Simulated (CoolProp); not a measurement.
Values from CoolProp's reference Helmholtz-energy equation of state, Lemmon 2006. It is a short technical equation, of lower accuracy than the large ones.

Problem. For isopentane, give the phase and the cp (kJ/(kg K)), isothermal compressibility (1/MPa), expansivity (1/kK), conductivity (mW/(m K)) at 500 K and 1.04 MPa; 500 K and 1.17 MPa; 500 K and 1.43 MPa.

Solution. 
- 500 K and 1.04 MPa: gas; cp 2.62, isothermal compressibility 1.05, expansivity 2.68, conductivity 42.2
- 500 K and 1.17 MPa: gas; cp 2.63, isothermal compressibility 0.951, expansivity 2.79, conductivity 42.3
- 500 K and 1.43 MPa: gas; cp 2.66, isothermal compressibility 0.801, expansivity 3.04, conductivity 42.4

Thermal conductivity comes from a separate model (Vassiliou 2015).
